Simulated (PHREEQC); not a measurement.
Dissolve 0.14 mol H2SO4 and 0.00041 mol FeSO4 per kg of water at 42 °C. Closed to the air; pH follows from the charge balance.

Equilibrium calculation in PHREEQC: ion-association model, wateq4f.dat.

Each row changes one thing in this solution. Precipitation was switched off in this run.

| case | pH | ionic strength (mol/kgw) | HSO4- (mol/kgw) | SO4-2 (mol/kgw) | Fe+2 (mol/kgw) | FeHSO4+ (mol/kgw) | SI of Melanterite (FeSO4:7H2O) |
|---|---|---|---|---|---|---|---|
| as made | 0.90 | 0.174 | 0.123 | 0.0168 | 0.000220 | 0.000106 | -4.43 |
| H2SO4 left out | 6.22 | [?] | 2.90e-8 | 0.000385 | 0.000385 | 1.12e-10 | -4.96 |
| temperature from 42 to 90 °C | 0.94 | 0.152 | 0.135 | 0.00570 | 0.000238 | 0.000118 | -5.25 |
| H2SO4 from 0.14 to 0.126 mol/kgw | 0.94 | 0.159 | 0.110 | [?] | 0.000224 | 9.93e-5 | -4.41 |
| 0.052 mol/kgw NaOH added | 1.05 | 0.185 | 0.116 | 0.0225 | 0.000212 | 9.42e-5 | -4.33 |
| H2SO4 replaced by MnSO4 at the same molality | 6.12 | 0.266 | 2.61e-6 | 0.0664 | [?] | 1.72e-9 | -4.00 |
| H2SO4 from 0.14 to 0.028 mol/kgw | 1.51 | [?] | 0.0202 | 0.00808 | 0.000264 | 3.12e-5 | -4.29 |

Q: Complete the blanks.

A: 
- H2SO4 left out, ionic strength (mol/kgw): 0.00154
- H2SO4 from 0.14 to 0.126 mol/kgw, SO4-2 (mol/kgw): 0.0161
- H2SO4 replaced by MnSO4 at the same molality, Fe+2 (mol/kgw): 0.000195
- H2SO4 from 0.14 to 0.028 mol/kgw, ionic strength (mol/kgw): 0.0447

Species that the database lacks are ignored. Away from 25 °C the constants follow the database's enthalpies or fits; those with neither stay at their 25 °C values.
